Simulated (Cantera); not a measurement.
Charge: 1 mol B, 0.047 mol HCl, 0.18 mol H2, equilibrated at 1402 °C and 750 Torr.

Cantera equilibrium calculation (NASA polynomials, part measured and part estimated; ideal gas, pure solids and liquids). Candidate condensed phases: B; 13 gas species. The tables' values for BCl2, BCl, BH2 are old estimates; treat these amounts as uncertain. Gases not in the tables: BHCl2. Kinetics and transport are ignored.

Base state: H2 0.812, HCl 0.177, BCl3 0.00976, BCl2 0.000512, BCl 0.000313, H 0.000105, BH2 4.05e-5, Cl 1.78e-5 (mole fractions); condensed: B(s).

Problem. What changes in the equilibrium state with this change: pressure from 750 Torr to 128 Torr?

Solution. 
```json
[
 {"species": "H2", "before": "0.812", "after": "0.803"},
 {"species": "HCl", "before": "0.177", "after": "0.190"},
 {"species": "BCl3", "before": "0.00976", "after": "0.00505"},
 {"species": "Cl", "before": "1.78e-5", "after": "4.67e-5"},
 {"species": "BCl", "before": "0.000313", "after": "0.000819"},
 {"species": "H", "before": "0.000105", "after": "0.000252"},
 {"species": "BCl2", "before": "0.000512", "after": "0.000596"},
 {"species": "B(s), mol", "before": "0.998", "after": "0.999"}
]
```
The tables' values for BCl, BCl2, BH2 are old estimates; treat these amounts as uncertain.

Problem. What changes in the equilibrium state with this change: B replaced by AlN?

Solution. 
```json
[
 {"species": "H2", "before": "0.812", "after": "0.857"},
 {"species": "HCl", "before": "0.177", "after": "0.0635"},
 {"species": "AlCl3", "before": "0", "after": "0.0409"},
 {"species": "N2", "before": "0", "after": "0.0265"},
 {"species": "BCl3", "before": "0.00976", "after": "0"},
 {"species": "AlCl2", "before": "0", "after": "0.00698"},
 {"species": "AlCl", "before": "0", "after": "0.00516"},
 {"species": "B(s), mol", "before": "0.998", "after": "0"},
 {"species": "AlN(s), mol", "before": "0", "after": "0.988"}
]
```
The tables' values for AlCl2 are old estimates; treat these amounts as uncertain. Further candidate phases: Al, AlCl3, AlN, NH4Cl.

Problem. What changes in the equilibrium state with this change: temperature from 1402 °C to 877 °C?

Solution. 
```json
[
 {"species": "H2", "before": "0.812", "after": "0.875"},
 {"species": "HCl", "before": "0.177", "after": "0.0822"},
 {"species": "BCl3", "before": "0.00976", "after": "0.0431"},
 {"species": "BCl", "before": "0.000313", "after": "7.20e-8"},
 {"species": "Cl", "before": "1.78e-5", "after": "5.78e-9"},
 {"species": "H", "before": "0.000105", "after": "6.98e-8"},
 {"species": "BH2", "before": "4.05e-5", "after": "7.51e-8"},
 {"species": "B(s), mol", "before": "0.998", "after": "0.990"}
]
```
